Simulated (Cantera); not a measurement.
Feed: 1 mol B₂O₃, 14 mol H₂O, 0.28 mol H₂, 0.38 mol N₂, held at 875 °C and 0.000280 bar.

Cantera equilibrium calculation (NASA polynomials, part measured and part estimated; ideal gas, pure solids and liquids). Candidate condensed phases: B, BN, B₂O₃, B₃O₃H₃, H₂O; 39 gas species. Gases not in the tables: H₃BO₃. Equilibrium is a limit: real reactors are often held back by kinetics, nucleation or transport.

Base state: H₂O 0.933, N₂ 0.0256, HBO₂ 0.0221, H₂ 0.0189, (HBO₂)₃ 0.000216 (mole fractions); condensed: B₂O₃(l).

Question: What changes in the equilibrium state with this change: pressure from 0.000280 bar to 0.00440 bar?

Answer: 
```
species         before     after
------------  --------  --------
H₂O              0.933     0.949
N₂              0.0256    0.0259
H₂              0.0189    0.0191
HBO₂            0.0221   0.00563
(HBO₂)₃       0.000216  0.000876
B₂O₃(l), mol     0.831     0.939
```

Question: What changes in the equilibrium state with this change: pressure from 0.000280 bar to 0.000650 bar?

Answer: 
| species | before | after |
|---|---|---|
| H₂O | 0.933 | 0.940 |
| N₂ | 0.0256 | 0.0257 |
| H₂ | 0.0189 | 0.0190 |
| HBO₂ | 0.0221 | 0.0146 |
| (HBO₂)₃ | 0.000216 | 0.000332 |
| B₂O₃(l), mol | 0.831 | 0.885 |
